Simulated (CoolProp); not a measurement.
R236FA along the isobar 7.22 MPa: fugacity coefficient from the reference equation and from simpler models built on Tc = 398.1 K, pc = 3.191 MPa, ω = 0.377; each cubic takes its own stable root.

Values from CoolProp's reference Helmholtz-energy equation of state, Pan 2012.

```tsv
T (K)	phase	reference	van der Waals	Redlich-Kwong	Soave-Redlich-Kwong	Peng-Robinson
204.5	liquid	___	0.02710	0.002251	0.0004059	0.0004211
220.9	liquid	0.001322	0.04178	0.005735	___	0.001378
237.2	liquid	0.003634	0.06040	0.01232	0.003734	0.003691
253.5	liquid	0.008467	0.08307	0.02328	0.008716	0.008485
269.8	liquid	0.01729	0.1097	0.03975	0.01790	0.01723
286.1	liquid	0.03175	0.1400	0.06257	0.03308	0.03159
302.5	liquid	0.05356	0.1739	___	___	0.05335
318.8	liquid	0.08374	0.2104	0.1287	0.08837	___
335.1	liquid	___	___	0.1713	0.1306	0.1232
```

Task: Some entries are withheld; supply them.

Result: 
- 204.5, reference: 0.0003865
- 220.9, Soave-Redlich-Kwong: 0.001365
- 302.5, Redlich-Kwong: 0.09234
- 302.5, Soave-Redlich-Kwong: 0.05619
- 318.8, Peng-Robinson: 0.08359
- 335.1, reference: 0.1231
- 335.1, van der Waals: 0.2494
